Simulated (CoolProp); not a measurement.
Saturation properties of methanol (Tc = 513.4 K, pc = 8216 kPa, ω = 0.565).

Values from CoolProp's reference Helmholtz-energy equation of state, de Reuck 1993.

| T (K) | p (kPa) | liquid cp (kJ/(kg K)) | vapour Z | liquid viscosity (µPa s) | vapour viscosity (µPa s) |
|---|---|---|---|---|---|
| 357.8 | 213.2 | 3.011 | 0.9253 | 261 | 11.4 |
| 367.4 | 294.2 | 3.108 | 0.9124 | 236 | 11.7 |
| 376.9 | 397.5 | 3.210 | 0.8978 | 215 | 11.9 |
| 386.5 | 529.9 | 3.321 | 0.8811 | … | 12.2 |
| 396 | … | 3.439 | 0.8622 | 178 | 12.4 |
| 405.6 | 898.0 | 3.568 | 0.8405 | 163 | 12.7 |
| 415.2 | 1148 | … | 0.8161 | 148 | 12.9 |
| 424.7 | 1446 | 3.866 | 0.7890 | 136 | 13.1 |
| 434.3 | 1806 | … | 0.7589 | 124 | 13.4 |
| 443.8 | 2229 | 4.251 | 0.7273 | 113 | … |
| 453.4 | 2730 | 4.501 | 0.6952 | 102 | 14.0 |
| 462.9 | 3307 | 4.812 | 0.6643 | 92.6 | 14.4 |
| 472.5 | 3978 | 5.239 | 0.6317 | 83.4 | 14.9 |
| 482 | 4741 | 5.894 | 0.5890 | 74.6 | 15.7 |

Problem. Fill in the missing entries.

Solution. 
- 386.5, liquid viscosity (µPa s): 195
- 396, p (kPa): 693.7
- 415.2, liquid cp (kJ/(kg K)): 3.710
- 434.3, liquid cp (kJ/(kg K)): 4.045
- 443.8, vapour viscosity (µPa s): 13.7

It boils at 337.6 K under 1 atm.

Viscosity comes from a separate model (Xiang 2006).
